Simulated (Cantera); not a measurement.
Ignition delay

Mixture: CH4 : O2 : N2 = 1 : 2.9 : 10.9 (molar parts), equivalence ratio 0.69, at 0.940 bar, adiabatic and at constant pressure. Ignition delay is the time to a rise of 400 K.

Computed with Cantera and GRI-Mech 3.0 (53 species, 325 reactions).

```tsv
T0 (K)	delay (ms)
1000	978
1050	412
1100	181
1150	83.1
1200	39.7
1250	19.7
1300	10.2
1350	5.46
```

apparent activation energy between 1250 and 1350 K: 180 kJ/mol
